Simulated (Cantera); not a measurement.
NO annealing gas

A perfectly stirred reactor is fed with NO : N2 : H2O = 1 : 0.84 : 0.0079 (molar parts), at 383 Torr; it is held at 1723 K, and followed from long to short residence time.

Computed with Cantera and GRI-Mech 3.0 (53 species, 325 reactions).

```csv
τ (s),x NO,x NO2,x O2,x N2,x O,x N2O
1.2,0.504,0.000336,0.0183,0.473,1.23e-5,9.38e-5
0.28,0.532,0.000209,0.00455,0.459,7.62e-6,0.000103
0.064,0.539,0.000143,0.000966,0.456,5.43e-6,9.87e-5
0.015,0.541,0.000101,0.000161,0.455,4.06e-6,7.63e-5
0.0033,0.541,4.63e-5,1.13e-5,0.455,2.24e-6,3.69e-5
0.00075,0.541,1.12e-5,3.49e-7,0.455,1.01e-6,1.13e-5
0.00017,0.541,1.98e-6,1.57e-8,0.455,6.11e-7,2.79e-6
```
x: mole fraction; the columns are a selection and need not sum to one.
